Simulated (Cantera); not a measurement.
A freely propagating, adiabatic, planar premixed flame of CH₄ : O₂ : N₂ = 1 : 1.82 : 6.84 (molar parts), unburnt at 525 K and 1.01 bar; mixture-averaged transport, grid criteria slope 0.08 and curve 0.16, no radiation.

Computed with Cantera and GRI-Mech 3.0 (53 species, 325 reactions). Burning velocities carry a grid error of a few per cent, more on coarse grids.

Task: How do the results move with these cheaper or finer settings: unity-Lewis-number transport; multicomponent transport; multicomponent+Soret transport; grid criteria slope 0.5, curve 1; grid criteria slope 0.25, curve 0.5; grid criteria slope 0.03, curve 0.06?

Result: 
| setting | laminar burning velocity | thermal thickness | peak x(C₂H₂) | peak x(HO₂) | grid points |
|---|---|---|---|---|---|
| as above | 101 cm/s | 0.344 mm | 0.000279 | 0.000166 | 152 |
| unity-Lewis-number transport | 68.4 cm/s | 0.420 mm | 0.000202 | 9.83e-5 | 140 |
| multicomponent transport | 101 cm/s | 0.350 mm | 0.000285 | 0.000165 | 153 |
| multicomponent+Soret transport | 99.8 cm/s | 0.349 mm | 0.000265 | 0.000166 | 152 |
| grid criteria slope 0.5, curve 1 | 108 cm/s | 0.384 mm | 0.000278 | 0.000161 | 44 |
| grid criteria slope 0.25, curve 0.5 | 103 cm/s | 0.357 mm | 0.000277 | 0.000164 | 65 |
| grid criteria slope 0.03, curve 0.06 | 99.1 cm/s | 0.343 mm | 0.000280 | 0.000166 | 346 |
The base run took roughly 5 core-seconds.
Unity Lewis numbers drop preferential diffusion, which matters most where H2 and H carry the flame; Soret adds thermal diffusion.
